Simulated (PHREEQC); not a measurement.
## Spent oxide etchant

Solution (25 °C): 0.017 mol/kgw HF, 0.00069 mol/kgw (NH4)2SiF6 and 0.018 mol/kgw H3AsO4. Closed to the air; pH follows from the charge balance.

Model: ion-association model, wateq4f.dat, run in PHREEQC.

No solid was allowed to form.

### Question
Estimate the pH.

### Answer
pH 2.10.

### Question
In which forms is As present?

### Answer
H3AsO4 59 %, H2AsO4- 41 % of the As.

wateq4f.dat counts part of the HF as a dimer, H2F2, which phreeqc.dat doesn't know; its constant is uncertain. SiF6-2 is the database's only silicon fluoride.
